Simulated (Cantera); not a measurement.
Cantera run, input and output.

```python
import numpy as np
import cantera as ct

gas = ct.Solution("gri30.yaml")
gas.TPX = 1275, 1000000, {'CH4': 1, 'H2O': 1.5}
reactor = ct.IdealGasConstPressureReactor(gas, energy="off", clone=False)
net = ct.ReactorNet([reactor])
net.rtol, net.atol = 1e-08, 1e-18
show = ['CH4', 'H2O', 'CO', 'CH2CO', 'O2', 'HCO']
times = np.geomspace(0.0004, 300, 15)

steps = ct.SolutionArray(gas, extra=["t"])
rows = []
print(f"{'t/s':>10s}{'T/K':>9s}{'P/Pa':>11s}" + "".join(f"{s:>11s}" for s in show))
for t in times:
    while net.time < t:
        t_next = net.step()
        steps.append(gas.state, t=t_next)
    rows.append([np.interp(t, steps.t, y) for y in (steps.T, steps.P, *steps(*show).X.T)])
    print(f"{t:10.3e}{rows[-1][0]:9.1f}{rows[-1][1]:11.4g}" + "".join(f"{x:11.3e}" for x in rows[-1][2:]))
rate = np.gradient(steps.T, steps.t)
print("integrator steps:", len(steps.t))
if steps.T.max() > steps.T[0] + 200:
    print(f"time of steepest temperature rise: {steps.t[rate.argmax()]:.4e} s")
gas.TPX = 1275, 1000000, {'CH4': 1, 'H2O': 1.5}
gas.equilibrate("TP")
print(f"equilibrium (TP): T = {gas.T:.1f} K  " + "  ".join(f"{s} {gas[s].X[0]:.3e}" for s in show))
```

It prints:

```
       t/s      T/K       P/Pa        CH4        H2O         CO      CH2CO         O2        HCO
 4.000e-04   1275.0      1e+06  4.000e-01  6.000e-01  4.195e-13  5.591e-19  1.104e-18  4.127e-17
 1.051e-03   1275.0      1e+06  4.000e-01  6.000e-01  8.956e-12  3.658e-17  7.358e-18  2.394e-16
 2.763e-03   1275.0      1e+06  4.000e-01  6.000e-01  9.660e-11  1.174e-15  2.535e-17  8.523e-16
 7.261e-03   1275.0      1e+06  3.999e-01  6.000e-01  9.006e-10  3.301e-14  7.557e-17  3.025e-15
 1.908e-02   1275.0      1e+06  3.998e-01  6.000e-01  9.103e-09  1.065e-12  2.275e-16  1.235e-14
 5.015e-02   1275.0      1e+06  3.996e-01  6.000e-01  1.032e-07  4.245e-11  7.546e-16  5.432e-14
 1.318e-01   1275.0      1e+06  3.988e-01  5.998e-01  1.024e-06  1.735e-09  2.748e-15  1.766e-13
 3.464e-01   1275.0      1e+06  3.966e-01  5.993e-01  6.062e-06  4.415e-08  8.435e-15  2.781e-13
 9.104e-01   1275.0      1e+06  3.907e-01  5.973e-01  2.388e-05  5.101e-07  1.300e-14  3.022e-13
 2.393e+00   1275.0      1e+06  3.757e-01  5.919e-01  1.093e-04  2.037e-06  6.437e-15  4.231e-13
 6.288e+00   1275.0      1e+06  3.439e-01  5.817e-01  4.919e-04  3.671e-06  4.066e-15  1.254e-12
 1.653e+01   1275.0      1e+06  3.125e-01  5.685e-01  1.554e-03  4.122e-06  4.838e-15  5.716e-12
 4.343e+01   1275.0      1e+06  3.150e-01  5.544e-01  2.876e-03  2.843e-06  4.413e-15  1.045e-11
 1.141e+02   1275.0      1e+06  3.185e-01  5.300e-01  5.651e-03  1.381e-06  3.515e-15  2.120e-11
 3.000e+02   1275.0      1e+06  3.129e-01  4.949e-01  1.160e-02  4.979e-07  2.340e-15  4.846e-11
integrator steps: 1452
equilibrium (TP): T = 1275.0 K  CH4 6.414e-03  H2O 1.009e-01  CO 2.006e-01  CH2CO 4.309e-09  O2 6.920e-18  HCO 1.782e-09
```

Cantera simulation using GRI-Mech 3.0 (53 species, 325 reactions); the numbers are that mechanism's predictions, not measurements.
